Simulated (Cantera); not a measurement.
A closed system holds: 1 mol borazine, 2.6 mol O2, 4.7 mol N2, at 66.0 Torr.

Method: chemical equilibrium by Gibbs-energy minimisation in Cantera with the NASA 1993 tables (ideal gas, pure condensed phases). Candidate condensed phases: B, BN, B2O3, B3O3H3, H2O; 39 gas species. The feed counts by its element totals alone. Gases not in the tables: H3BO3. Rates play no part.

Problem. Which condensed phases are stable at each of these points (T (K)): 825, 975, 1125, 1275, 1425, 1575, 1725, 1875, 2025, 2175?

Solution. 
| T (K) | condensed phases | B condensed (%) |
|---|---|---|
| 825 | B2O3(l) | 99.6 |
| 975 | B2O3(l) | 99.8 |
| 1125 | B2O3(l) | 99.8 |
| 1275 | B2O3(l) | 99.3 |
| 1425 | B2O3(l) | 96.6 |
| 1575 | B2O3(l) | 87.9 |
| 1725 | B2O3(l) | 64.8 |
| 1875 | gas only | 0.0 |
| 2025 | gas only | 0.0 |
| 2175 | gas only | 0.0 |

From 825 K to 1725 K the condensed part is B2O3(l). From 1875 K to 2175 K nothing is condensed.
